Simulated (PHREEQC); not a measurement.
Acid rinse or clean (model solution)

Dissolve 4.7 mmol/kgw HF, 0.26 mmol/kgw CuSO4 and 23 mmol/kgw CuCl2 at 40 °C. Closed to the air; pH follows from the charge balance.

Computed with PHREEQC (ion-association model, phreeqc.dat).

| Property | Result |
|---|---|
| pH | 2.85 |
| ionic strength | 0.0663 mol/kgw |
| density | 0.995 g/cm³ |
| total alkalinity | -4.70 meq/kg |

| species | molality | activity | log γ |
|---|---|---|---|
| Cl- | 0.0438 | 0.0346 | -0.102 |
| Cu+2 | 0.0207 | 0.00910 | -0.357 |
| HF | 0.00300 | 0.00305 | 0.007 |
| CuCl+ | 0.00215 | 0.00170 | -0.101 |
| H+ | 0.00167 | 0.00140 | -0.076 |
| F- | 0.00140 | 0.00110 | -0.104 |
| CuF+ | 0.000260 | 0.000208 | -0.097 |
| SO4-2 | 0.000134 | 5.57e-5 | -0.381 |
| CuSO4 | 0.000112 | 0.000114 | 0.007 |
| CuCl2 | 3.64e-5 | 3.70e-5 | 0.007 |
| HF2- | 1.76e-5 | 1.41e-5 | -0.097 |

No solid was allowed to form. Away from 25 °C the constants follow the database's enthalpies or fits; those with neither stay at their 25 °C values.
